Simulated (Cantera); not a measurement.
A closed system holds: 1 mol SiH4, 0.4 mol H2O, 190 mol N2, 2 mol O3, at 0.110 bar.

Cantera equilibrium calculation (NASA polynomials, part measured and part estimated; ideal gas, pure solids and liquids). Candidate condensed phases: H2O, Si, SiO2, Si2N2O, Si3N4; 35 gas species. The tables hold silica as quartz up to 1696 K and as liquid above; real silica turns to tridymite and cristobalite and melts near 1996 K. Rates play no part. All values below are at 1248 K.

Base state: N2 0.982, H2O 0.0124, O2 0.00515, NO 4.86e-5 (mole fractions); condensed: SiO2(β-quartz).

Q: What changes in the equilibrium state with this change: O3 from 2 to 1.6 mol?

A: 
| species | before | after |
|---|---|---|
| N2 | 0.982 | 0.985 |
| H2O | 0.0124 | 0.0124 |
| O2 | 0.00515 | 0.00206 |
| NO | 4.86e-5 | 3.08e-5 |
| SiO2(β-quartz), mol | 1.00 | 1.00 |
